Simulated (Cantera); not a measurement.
A perfectly stirred reactor is fed with CH4 : CO : O2 : N2 : H2O = 1 : 0.22 : 4.49 : 16.9 : 1.3 (molar parts), equivalence ratio 0.47, at 1500 Torr; it is adiabatic with a 700 K inlet, and is followed from long to short residence time, starting on the burning branch (τ in s: 0.025, 0.0099, 0.0039, 0.0015, 0.00061, 0.00024, 9.5e-05, 3.7e-05, 1.5e-05, 5.8e-06).

Detailed kinetics in Cantera: GRI-Mech 3.0 (53 species, 325 reactions).

### Question
Predict: blow-out, bracketed by the residence times tried; x(CH4) at τ = 25.0 ms; x(CO) at τ = 25.0 ms; x(O2) at τ = 25.0 ms; x(CH3) at τ = 25.0 ms; x(CH2O) at τ = 25.0 ms; x(CH4) at τ = 0.240 ms; x(CO) at τ = 0.240 ms; x(O2) at τ = 0.240 ms; x(CH3) at τ = 0.240 ms; x(CH2O) at τ = 0.240 ms.

### Answer
* **blow-out, bracketed by the residence times tried**: burning at 0.240 ms, out at 95.0 µs
* **x(CH4) at τ = 25.0 ms**: 2.38e-5
* **x(CO) at τ = 25.0 ms**: 0.000437
* **x(O2) at τ = 25.0 ms**: 0.100
* **x(CH3) at τ = 25.0 ms**: 4.65e-6
* **x(CH2O) at τ = 25.0 ms**: 2.28e-6
* **x(CH4) at τ = 0.240 ms**: 0.000958
* **x(CO) at τ = 0.240 ms**: 0.0138
* **x(O2) at τ = 0.240 ms**: 0.108
* **x(CH3) at τ = 0.240 ms**: 0.000101
* **x(CH2O) at τ = 0.240 ms**: 9.31e-5
